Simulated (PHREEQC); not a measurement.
**Silver or lead bath: speciation**

A solution holds 0.0022 mol AgF and 0.0013 mol KNO3 per kg of water, at 85 °C. It is in equilibrium with CO2 at log p = -3.5 (atm). Otherwise closed; pH follows from the charge balance.

The numbers come from PHREEQC with the ion-association model, wateq4f.dat.

Each row changes one thing in this solution. No solid was allowed to form.

| case | pH | HCO3- (mol/kgw) | CO3-2 (mol/kgw) |
|---|---|---|---|
| as made | 6.36 | 4.11e-6 | 8.71e-10 |
| AgF from 0.0022 to 0.0033 mol/kgw | 6.44 | 4.97e-6 | 1.29e-9 |
| AgF from 0.0022 to 0.00198 mol/kgw | 6.34 | 3.92e-6 | 7.88e-10 |
| KNO3 from 0.0013 to 0.013 mol/kgw | 6.33 | 4.12e-6 | 9.90e-10 |
| KNO3 left out | 6.37 | 4.11e-6 | 8.46e-10 |
| KNO3 from 0.0013 to 0.00065 mol/kgw | 6.37 | 4.11e-6 | 8.59e-10 |
| AgF left out | 5.85 | 1.24e-6 | 7.51e-11 |

Species that the database lacks are ignored. Constants without temperature data keep their 25 °C values here.
